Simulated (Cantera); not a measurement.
Source: NASA polynomial tables (part measured, part estimated), evaluated in Cantera. Values are per mole of reaction as written; species without (g) are pure solids or liquids, kept so even where they would boil at 1 bar. The tables' values for SiF2 are old estimates.

### Question
Between 1150 and 1325 K, where is each reaction favourable under standard conditions?
- 6 SiF2(g) + 2 SO3(g) = 2 SF6(g) + 3 O2(g) + 6 Si

### Answer
- 6 SiF2(g) + 2 SO3(g) = 2 SF6(g) + 3 O2(g) + 6 Si: ΔG° is 2692 kJ at 1150 K and 2806 kJ at 1325 K; it stays positive (K < 1). ΔH° is 1947 kJ and ΔS° -649 J/K at 1325 K.
